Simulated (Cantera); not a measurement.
An isothermal plug-flow reactor at 1000 K and 218 Torr (inlet), inlet velocity 2.1 m/s, active area per volume 1100 1/m; feed CO : O2 : N2 = 0.0026 : 0.014 : 0.79 (molar parts).

Computed with Cantera and Deutschmann's 1995 Pt surface mechanism with GRI-Mech 3.0 gas chemistry. Catalytic surfaces can have several steady states; this one follows from the mechanism file's or the stated starting coverage. Mass transfer to the wall is taken as infinitely fast.

x: gas mole fraction; θ: surface coverage.

| z (m) | x CO | x O2 | x H2O | x CO2 | θ free Pt | θ O* |
|---|---|---|---|---|---|---|
| 3.1e-05 | … | 0.0160 | <1e-12 | 0.00267 | 0.441 | 0.559 |
| 5.5e-05 | … | 0.0159 | <1e-12 | 0.00295 | 0.401 | 0.599 |
| 9.7e-05 | … | 0.0158 | <1e-12 | 0.00314 | 0.384 | 0.616 |
| 0.00017 | … | 0.0158 | <1e-12 | 0.00321 | 0.378 | 0.622 |
| 0.00031 | … | 0.0158 | <1e-12 | 0.00323 | 0.377 | 0.623 |
| 0.00055 | … | 0.0158 | <1e-12 | 0.00323 | 0.377 | 0.623 |
| 0.00097 | <1e-12 | 0.0158 | <1e-12 | 0.00323 | 0.377 | 0.623 |
| 0.0017 | <1e-12 | 0.0158 | <1e-12 | 0.00323 | 0.377 | 0.623 |
| 0.0031 | <1e-12 | 0.0158 | <1e-12 | 0.00323 | 0.377 | 0.623 |

Problem. What belongs in the gaps?

Solution. 
- 3.1e-05, x CO: 0.000558
- 5.5e-05, x CO: 0.000273
- 9.7e-05, x CO: 9.06e-5
- 0.00017, x CO: 1.47e-5
- 0.00031, x CO: 4.68e-7
- 0.00055, x CO: 1.29e-9
